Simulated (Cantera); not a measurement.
A Cantera script and what it prints.

```python
import numpy as np
import cantera as ct

gas_names = """
    B BH BH2 BH3 BN BO BO2 B2 B2O B2O2 B2O3 B3O3H3 H HBO HBO2 HNO HNO2 HNO3 HO2 H2 H2O H2O2 H3B3O6 N NH
    NH2 NH3 NH2OH NO NO2 NO3 N2 N2H2 N2H4 N2O O OH O2 O3
""".split()
cond_names = """
    B(b) B(L) BN(s) B2O3(L) B3O3H3(cr) H2O(s) H2O(L)
""".split()


# ... load() reads the species with a 1 bar reference pressure and builds the phases ...
atoms = {
    'B': {'B': 1},
    'H2O': {'H': 2, 'O': 1},
    'N2': {'N': 2},
}
top_T = {'BN(s)': 3200}  # K; cautious upper limits of use, not melting points


# ... equilibrate(T, P, feed) seeds the gas with the atoms and calls Mixture.equilibrate('TP', solver="vcs", rtol=1e-11, max_steps=5000) ...
results = []
feed = {'B': 1, 'H2O': 0.016, 'N2': 0.14}  # mol
P = 13000  # Pa
for T in [1125, 1175, 1225, 1275, 1325, 1375, 1425, 1475, 1525, 1575, 1625]:
    mix = equilibrate(T, P, feed)
    results.append((T, P, feed, dict(zip(mix.species_names, mix.species_moles))))
    x = sorted(zip(gas.X, gas.species_names), reverse=True)
    print(f"T = {T:g} K  P = {P:g} Pa  gas = {mix.phase_moles(0):.4g} mol")
    print("   x: " + "  ".join(f"{s} {v:.3e}" for v, s in x if v > 0.001))
    print("   condensed (mol): " + ("  ".join(f"{mix.phase(i).name} {mix.phase_moles(i):.4g}"
          for i in range(1, mix.n_phases) if mix.phase_moles(i) > 1e-12) or "none"))
```

Result:

```
T = 1125 K  P = 13000 Pa  gas = 0.01598 mol
   x: H2 9.976e-01  B3O3H3 2.394e-03
   condensed (mol): B(b) 0.7093  BN(s) 0.28  B2O3(L) 0.005295
T = 1175 K  P = 13000 Pa  gas = 0.01598 mol
   x: H2 9.974e-01  B3O3H3 2.444e-03
   condensed (mol): B(b) 0.7093  BN(s) 0.28  B2O3(L) 0.005294
T = 1225 K  P = 13000 Pa  gas = 0.01598 mol
   x: H2 9.973e-01  B3O3H3 2.478e-03
   condensed (mol): B(b) 0.7093  BN(s) 0.28  B2O3(L) 0.005292
T = 1275 K  P = 13000 Pa  gas = 0.01598 mol
   x: H2 9.969e-01  B3O3H3 2.497e-03
   condensed (mol): B(b) 0.7093  BN(s) 0.28  B2O3(L) 0.00529
T = 1325 K  P = 13000 Pa  gas = 0.01599 mol
   x: H2 9.963e-01  B3O3H3 2.504e-03  HBO 1.144e-03
   condensed (mol): B(b) 0.7093  BN(s) 0.28  B2O3(L) 0.005287
T = 1375 K  P = 13000 Pa  gas = 0.016 mol
   x: H2 9.951e-01  B3O3H3 2.499e-03  HBO 2.246e-03
   condensed (mol): B(b) 0.7093  BN(s) 0.28  B2O3(L) 0.00528
T = 1425 K  P = 13000 Pa  gas = 0.01602 mol
   x: H2 9.930e-01  HBO 4.195e-03  B3O3H3 2.482e-03
   condensed (mol): B(b) 0.7093  BN(s) 0.28  B2O3(L) 0.005268
T = 1475 K  P = 13000 Pa  gas = 0.01605 mol
   x: H2 9.893e-01  HBO 7.490e-03  B3O3H3 2.454e-03
   condensed (mol): B(b) 0.7092  BN(s) 0.28  B2O3(L) 0.005245
T = 1525 K  P = 13000 Pa  gas = 0.01611 mol
   x: H2 9.829e-01  HBO 1.283e-02  B3O3H3 2.410e-03  B2O2 1.168e-03
   condensed (mol): B(b) 0.7092  BN(s) 0.28  B2O3(L) 0.005205
T = 1575 K  P = 13000 Pa  gas = 0.01622 mol
   x: H2 9.721e-01  HBO 2.116e-02  B2O2 2.830e-03  B3O3H3 2.348e-03
   condensed (mol): B(b) 0.7092  BN(s) 0.28  B2O3(L) 0.005131
T = 1625 K  P = 13000 Pa  gas = 0.01641 mol
   x: H2 9.544e-01  HBO 3.366e-02  B2O2 6.477e-03  B3O3H3 2.258e-03  B2O3 1.750e-03  HBO2 1.093e-03
   condensed (mol): B(b) 0.709  BN(s) 0.28  B2O3(L) 0.005
```

These are equilibrium values from Cantera (NASA tables, ideal gas, pure condensed phases), not measurements of a reactor. N2 is the only nitrogen source here; it is nearly inert below about 1500 K, so the nitride shown seldom forms there in practice. Mutual solubility and eutectic melting of coexisting phases are not modelled. The tables' values for BH2 are old estimates; treat these amounts as uncertain.
